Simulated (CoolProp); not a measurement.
Vapour-liquid equilibrium of propane (1) + c-C4F8 (RC318) (2) at 289.5 K; x and y are mole fractions of (1).

The numbers come from the multi-fluid Helmholtz-energy mixture model, Lemmon 2009 and Platzer 1990; pair parameters Bell 2016 in CoolProp. This equation is an older, rougher fit; its heat capacities, sound speeds and derivatives of the liquid may be far off and weren't checked against measurements.

```
x     bubble pressure (kPa)  y at the bubble point  dew pressure at overall composition x (kPa)  liquid density (mol/L)
----  ---------------------  ---------------------  -------------------------------------------  ----------------------
0.05                  309.3                      ?                                        246.4                       ?
0.2                   489.0                      ?                                            ?                   8.100
0.35                  603.2                      ?                                        348.0                   8.477
0.5                   671.8                  0.746                                        434.5                   8.924
0.65                      ?                      ?                                        566.0                   9.480
0.8                       ?                  0.852                                        720.9                   10.19
0.95                  763.2                  0.949                                        763.2                   11.11
```

**Question.** Fill in the missing entries.

**Answer.** 
- 0.05, y at the bubble point: 0.258
- 0.05, liquid density (mol/L): 7.766
- 0.2, y at the bubble point: 0.570
- 0.2, dew pressure at overall composition x (kPa): 288.9
- 0.35, y at the bubble point: 0.684
- 0.65, bubble pressure (kPa): 716.6
- 0.65, y at the bubble point: 0.794
- 0.8, bubble pressure (kPa): 748.9

y crosses x between x = 0.8 and 0.95: the model has an azeotrope there.

Pair parameters are fitted to limited data, so mixtures are less certain than the pure fluids.
